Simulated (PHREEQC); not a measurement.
**Leach liquor (model solution)**

Dissolve 0.0048 mol/kgw H2SO4, 1.4e-05 mol/kgw FeSO4 and 0.0014 mol/kgw Fe2(SO4)3 at 25 °C. Closed to the air; pH follows from the charge balance.

All values are PHREEQC results (ion-association model, wateq4f.dat), not measurements.

No solid was allowed to form.

Problem. Estimate the pH, ionic strength.

Solution. pH 2.16; ionic strength 0.0160 mol/kgw.

Problem. In which forms is Fe present?

Solution. FeSO4+ 82 %, Fe+3 6.6 %, Fe(SO4)2- 4.8 %, FeOH+2 3.8 %, FeHSO4+2 2.2 % of the Fe.

The solution is supersaturated, for example in Hematite (slow to form), Goethite (slow to form), so a real one may precipitate; this is no full list.
